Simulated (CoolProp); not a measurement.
Computed with CoolProp (reference Helmholtz-energy equation of state, Guder 2009).

Problem. Give the vapour pressure (kPa), enthalpy of vaporisation (kJ/kg), vapour Z of saturated sulfur hexafluoride at -31.95 °C.

Solution. 
```tsv
T (°C)	p (kPa)	enthalpy of vaporisation (kJ/kg)	vapour Z
-31.95	459	103	0.886
```
